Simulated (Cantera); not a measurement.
## Reactions in the system Cl-H-Na

Cantera with NASA thermochemical tables; ideal gases at 1 bar, condensed phases pure. Values are per mole of reaction as written; species without (g) are pure solids or liquids, kept so even where they would boil at 1 bar.

NaCl + H(g) = HCl(g) + Na(g)

```csv
T (K),ΔH° (kJ),ΔS° (J/K),ΔG° (kJ),log10 K
1900,130.8,74.5,-10.8,0.30
1925,130.0,74.1,-12.6,0.34
1950,129.2,73.7,-14.5,0.39
1975,128.5,73.3,-16.3,0.43
2000,127.7,72.9,-18.1,0.47
2025,127.0,72.6,-20.0,0.52
```
